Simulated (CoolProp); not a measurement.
The fluid at 714.54 K and 1.62 MPa expands adiabatically to 0.168 MPa with isentropic efficiency 0.7. The same conditions are run with several fluids, on thermodynamics alone (safety and materials aside).

Computed with CoolProp (reference Helmholtz-energy equation of state of each fluid (oxygen: Schmidt 1985; carbon dioxide: Span 1996; water: Wagner 2002; hydrogen sulfide: Lemmon 2006; dry air: Lemmon 2000)). Blends and air are pseudo-pure fits.

Problem. Rank oxygen, carbon dioxide, water, hydrogen sulfide, dry air by work (kJ/kg), highest first.

Solution. water (402), dry air (243), oxygen (223), hydrogen sulfide (218), carbon dioxide (177)

```
fluid             final temperature (K)  final density (kg/m³)
----------------  ---------------------  ---------------------
oxygen                            492.3                   1.31
carbon dioxide                    551.0                   1.62
water                             508.3                  0.721
hydrogen sulfide                  522.1                   1.32
dry air                           483.7                   1.21
```

Above 300 K oxygen's equation is extrapolated.
